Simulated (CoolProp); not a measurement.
Values from CoolProp's reference Helmholtz-energy equation of state, Lemmon 2006. It is a short technical equation, of lower accuracy than the large ones.

Question: For acetone, give the phase and the density (kg/m³), cv (kJ/(kg K)), isothermal compressibility (1/MPa) at 260.3 K and 110 bar; 183.7 K and 2.09 bar.

Answer: 
- 260.3 K and 110 bar: liquid; density 834, cv 1.50, isothermal compressibility 0.000837
- 183.7 K and 2.09 bar: liquid; density 908, cv 1.43, isothermal compressibility 0.000510
